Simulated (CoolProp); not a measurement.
A single-stage vapour-compression cycle with R236EA: evaporating at 312.15 K (dew point), condensing at 379.15 K (bubble point), superheat 5 K, subcooling 8 K, compressor efficiency 0.65, no pressure losses. Each further row changes one setting.

Model: reference Helmholtz-energy equation of state, Rui 2013, in CoolProp.

```tsv
case	cooling COP	pressure ratio	discharge temperature (K)	refrigerating effect (kJ/kg)	volumetric capacity (kJ/m³)
as stated	1.87	5.46	380.6	71.9	1500
evaporating temperature 317.15 K	2.16	4.69	380.8	75.5	1830
condensing temperature 374.15 K	?	?	375.8	?	1650
subcooling 13 K	2.07	5.46	380.6	?	1650
superheat 15 K	1.99	5.46	?	81.3	1620
compressor efficiency 0.55	1.58	5.46	?	71.9	1500
```

Question: Fill in the missing entries.

Answer: 
- condensing temperature 374.15 K, cooling COP: 2.18
- condensing temperature 374.15 K, pressure ratio: 4.92
- condensing temperature 374.15 K, refrigerating effect (kJ/kg): 79.3
- subcooling 13 K, refrigerating effect (kJ/kg): 79.4
- superheat 15 K, discharge temperature (K): 389.6
- compressor efficiency 0.55, discharge temperature (K): 385.8
